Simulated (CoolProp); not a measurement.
Nitrous oxide along the isotherm 311.3 K: Z from the reference equation and from simpler models built on Tc = 309.5 K, pc = 7.245 MPa, ω = 0.161; each cubic takes its own stable root.

The numbers come from the reference Helmholtz-energy equation of state, Lemmon 2006 in CoolProp. It is a short technical equation, of lower accuracy than the large ones.

| p (MPa) | phase | reference |
|---|---|---|
| 6.25 | gas | 0.5943 |
| 12.5 | supercritical | 0.2767 |
| 18.8 | supercritical | 0.3823 |
| 25 | supercritical | 0.4841 |
| 31.2 | supercritical | 0.5830 |
| 37.5 | supercritical | 0.6811 |
| 43.8 | supercritical | 0.7771 |
| 50 | supercritical | 0.8698 |

Task: How far does each simpler model (van der Waals, Redlich-Kwong, Soave-Redlich-Kwong) lie from the reference over these 8 states: mean and median of the absolute difference, and the worst?

Result: 
- van der Waals: mean 33.4 %, median 36.5 %, worst +39.5 % at 311.3 K and 12.5 MPa
- Redlich-Kwong: mean 7.9 %, median 7.2 %, worst +15.1 % at 311.3 K and 12.5 MPa
- Soave-Redlich-Kwong: mean 8.0 %, median 7.3 %, worst +15.4 % at 311.3 K and 12.5 MPa
